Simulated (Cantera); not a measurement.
**Ignition delay**

Mixture: CH4 : C2H6 : C3H8 : O2 : N2 = 1 : 0.19 : 0.049 : 4.93 : 14.8 (molar parts), equivalence ratio 0.59, at 36.0 bar, adiabatic and at constant pressure. Ignition delay is the time to a rise of 400 K.

Model: GRI-Mech 3.0 (53 species, 325 reactions), integrated in Cantera. The pressure lies above the range GRI-Mech 3.0 was tuned for (to about 10 atm).

```csv
T0 (K),delay (ms)
1223,0.251
1273,0.132
1323,0.0734
1373,0.0426
1423,0.0258
1473,0.0162
1523,0.0105
1573,0.00709
1623,0.00490
1673,0.00348
```

| Property | Result |
|---|---|
| apparent activation energy between 1573 and 1673 K | 160 kJ/mol |
